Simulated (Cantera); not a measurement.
**Diamond growth**

A diamond (100) surface in a fixed gas of H2 with x(CH4) = 0.023, x(H) = 0.00039, x(CH3) = 8.4e-05, at 1398 K; coverages are run to steady state.

Model: the Harris–Goodwin 1993 mechanism for the reconstructed diamond (100) surface, integrated in Cantera.

```
P (Pa)  growth (µm/h)  θ c6HH  θ c6H*  θ c6*H  θ c6**    θ c6HM
------  -------------  ------  ------  ------  ------  --------
550          0.000955   0.492  0.0482   0.443  0.0168   1.86e-6
1000          0.00305   0.496  0.0479   0.440  0.0166   3.38e-6
2000           0.0115   0.497  0.0477   0.438  0.0165   6.80e-6
3800           0.0378   0.498  0.0476   0.437  0.0164   1.31e-5
7100            0.114   0.499  0.0476   0.437  0.0163   2.51e-5
14000           0.350   0.499  0.0476   0.437  0.0163   5.11e-5
26000           0.893   0.499  0.0475   0.436  0.0162   9.76e-5
49000            2.18   0.499  0.0475   0.436  0.0162  0.000188
```
θ: site fractions in the mechanism's names (c6HH fully hydrogenated, c6H* and c6*H radical sites, c6** diradical, c6HM methylated).
